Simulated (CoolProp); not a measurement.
Vapour-liquid equilibrium of diethyl ether (1) + methanol (2) at 22.4 kPa; x and y are mole fractions of (1).

Values from CoolProp's multi-fluid Helmholtz-energy mixture model, Thol 2014 and de Reuck 1993; pair parameters Bell 2016.

```csv
x,"bubble temperature, mixture model (K)","bubble temperature, Raoult's law (K)","y, mixture model","y, Raoult's law"
0.05,293.4,300.8,0.433,0.176
0.2,279.9,293.4,0.759,0.529
0.35,275.8,287.3,0.821,0.725
0.5,274.3,282.4,0.845,0.841
0.65,273.2,278.4,0.865,0.913
0.8,272.2,274.9,0.897,0.960
0.95,271.3,272.0,0.963,0.992
```

The largest gap from Raoult's law is -13.5 K in bubble temperature, at x = 0.2. No azeotrope shows between x = 0.05 and 0.95.

The pair parameters rest on a limited set of measurements; away from them the model extrapolates. With so large a gap from Raoult's law the liquid may split in two, which this calculation doesn't test in full.
